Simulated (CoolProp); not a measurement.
Saturation properties of R1233zd(E).

Model: reference Helmholtz-energy equation of state, Akasaka 2022, in CoolProp.

```tsv
T (°C)	p (MPa)	liquid density (kg/m³)	enthalpy of vaporisation (kJ/kg)	liquid cp (kJ/(kg K))
-23.25	[?]	1373	213.2	1.094
-12.15	0.02766	1348	208.3	1.114
-1.05	0.04632	1324	203.3	1.134
10.05	[?]	1298	198.2	1.156
21.05	0.1130	1272	192.9	1.178
32.15	0.1670	1245	[?]	1.201
43.25	0.2394	1218	[?]	1.227
54.35	0.3337	1188	175.0	1.254
65.45	0.4541	1158	168.2	1.284
76.45	0.6033	1126	160.9	1.317
87.55	0.7886	1091	152.8	[?]
98.65	1.014	1054	143.9	1.402
109.75	1.284	1014	133.9	1.461
120.85	[?]	969.0	122.5	[?]
```

### Question
Complete the blanks.

### Answer

- -23.25, p (MPa): 0.01562
- 10.05, p (MPa): 0.07398
- 32.15, enthalpy of vaporisation (kJ/kg): 187.3
- 43.25, enthalpy of vaporisation (kJ/kg): 181.3
- 87.55, liquid cp (kJ/(kg K)): 1.356
- 120.85, p (MPa): 1.605
- 120.85, liquid cp (kJ/(kg K)): 1.541

It boils at 18.1 °C under 1 atm.
